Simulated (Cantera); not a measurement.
Charge: 1 mol V2O3, 380 mol H2, 0.078 mol H2O, at 1375 K and 1 atm.

Method: chemical equilibrium by Gibbs-energy minimisation in Cantera with the NASA 1993 tables (ideal gas, pure condensed phases). Candidate condensed phases: H2O, V, VO, V2O3, V2O4, V2O5; 12 gas species. Mutual solubility and eutectic melting of coexisting phases are not modelled. VO: taken at fixed stoichiometry. Condensed phases not in the tables: the oxides between V2O3 and V2O5 other than VO2. Rates play no part.

Q: What is the equilibrium state?

A: 
- x(H2) = 0.998
- x(H2O) = 0.00171
- x(H) = 3.40e-6
- n(VO(s)) = 1.14 mol
- n(V2O3(s)) = 0.430 mol
- gas amount = 380.1 mol
- log10 activity of V(s) (absent) = -2.66
- log10 activity of V2O5(l) (absent) = -13.62
